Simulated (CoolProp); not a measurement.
Vapour-liquid equilibrium of R245fa (1) + n-pentane (2) at 70.55 °C; x and y are mole fractions of (1).

Model: multi-fluid Helmholtz-energy mixture model, Akasaka 2015 and Thol 2019; pair parameters Bell 2016, in CoolProp.

Problem. Give the bubble pressure and the first vapour's composition at x = 0.2, 0.35, 0.875. Is there an azeotrope?

Solution. x = 0.2: 573.7 kPa, y = 0.535; x = 0.35: 641.9 kPa, y = 0.610; x = 0.875: 677.3 kPa, y = 0.828. y crosses x between x = 0.725 and 0.8: the model has an azeotrope there.

Pair parameters are fitted to limited data, so mixtures are less certain than the pure fluids. With so large a gap from Raoult's law the liquid may split in two, which this calculation doesn't test in full.
